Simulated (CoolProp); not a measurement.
Saturation properties of CH2F2 (R32) (Tc = 351.3 K, pc = 5.783 MPa, ω = 0.277).

Model: reference Helmholtz-energy equation of state, Tillner-Roth 1997, in CoolProp.

```json
[
 {"T (K)": "260", "p (MPa)": "0.5216", "enthalpy of vaporisation (kJ/kg)": "334.7", "vapour Z": "0.8815"},
 {"T (K)": "262.2", "p (MPa)": "0.5637", "enthalpy of vaporisation (kJ/kg)": "331.6", "vapour Z": "0.8756"},
 {"T (K)": "264.4", "p (MPa)": "0.6083", "enthalpy of vaporisation (kJ/kg)": "328.5", "vapour Z": "0.8694"},
 {"T (K)": "266.6", "p (MPa)": "0.6556", "enthalpy of vaporisation (kJ/kg)": "325.2", "vapour Z": "?"},
 {"T (K)": "268.8", "p (MPa)": "0.7057", "enthalpy of vaporisation (kJ/kg)": "322.0", "vapour Z": "0.8566"},
 {"T (K)": "271", "p (MPa)": "0.7586", "enthalpy of vaporisation (kJ/kg)": "318.6", "vapour Z": "0.8499"},
 {"T (K)": "273.2", "p (MPa)": "0.8144", "enthalpy of vaporisation (kJ/kg)": "315.2", "vapour Z": "0.8430"},
 {"T (K)": "275.4", "p (MPa)": "0.8733", "enthalpy of vaporisation (kJ/kg)": "311.7", "vapour Z": "0.8359"},
 {"T (K)": "277.6", "p (MPa)": "0.9354", "enthalpy of vaporisation (kJ/kg)": "308.2", "vapour Z": "0.8285"},
 {"T (K)": "279.8", "p (MPa)": "1.001", "enthalpy of vaporisation (kJ/kg)": "304.6", "vapour Z": "0.8210"},
 {"T (K)": "282.1", "p (MPa)": "1.073", "enthalpy of vaporisation (kJ/kg)": "300.7", "vapour Z": "0.8129"},
 {"T (K)": "284.3", "p (MPa)": "1.145", "enthalpy of vaporisation (kJ/kg)": "296.9", "vapour Z": "0.8049"},
 {"T (K)": "286.5", "p (MPa)": "1.221", "enthalpy of vaporisation (kJ/kg)": "?", "vapour Z": "?"},
 {"T (K)": "288.7", "p (MPa)": "?", "enthalpy of vaporisation (kJ/kg)": "289.1", "vapour Z": "0.7882"}
]
```

**Question.** What belongs in the gaps?

**Answer.** 
- 266.6, vapour Z: 0.8631
- 286.5, enthalpy of vaporisation (kJ/kg): 293.1
- 286.5, vapour Z: 0.7967
- 288.7, p (MPa): 1.301

It boils at 221.5 K under 1 atm.
